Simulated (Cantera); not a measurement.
Input: 1 mol SiH2Cl2, 0.054 mol Cl2, 110 mol H2, at 800 °C and 101000 Pa.

Method: chemical equilibrium by Gibbs-energy minimisation in Cantera with the NASA 1993 tables (ideal gas, pure condensed phases). Candidate condensed phases: Si; 19 gas species. The tables' values for SiCl3 are old estimates; treat these amounts as uncertain. Kinetics and transport are ignored.

Base state: H2 0.989, HCl 0.00699, SiHCl3 0.00200, SiCl4 0.00115, SiH2Cl2 0.000405, SiCl2 9.62e-5, SiCl3 8.33e-5, SiH3Cl 2.15e-5 (mole fractions); condensed: Si(s).

Question: What changes in the equilibrium state with this change: SiH2Cl2 replaced by SiCl4?

Answer: 
```tsv
species	before	after
H2	0.989	0.982
HCl	0.00699	0.00900
SiHCl3	0.00200	0.00430
SiCl4	0.00115	0.00321
SiCl3	8.33e-5	0.000179
SiCl2	9.62e-5	0.000160
SiH2Cl2	0.000405	0.000671
SiH3Cl	2.15e-5	2.75e-5
Si(s), mol	0.580	0.0502
```

Question: What changes in the equilibrium state with this change: temperature from 800 °C to 1300 °C?

Answer: 
```json
[
 {"species": "H2", "before": "0.989", "after": "0.982"},
 {"species": "HCl", "before": "0.00699", "after": "0.0167"},
 {"species": "SiCl2", "before": "9.62e-5", "after": "0.000963"},
 {"species": "SiHCl3", "before": "0.00200", "after": "1.44e-5"},
 {"species": "H", "before": "1.38e-8", "after": "4.01e-5"},
 {"species": "SiCl4", "before": "0.00115", "after": "1.85e-6"},
 {"species": "SiH2Cl2", "before": "0.000405", "after": "1.85e-5"},
 {"species": "Si(s), mol", "before": "0.580", "after": "0.884"}
]
```
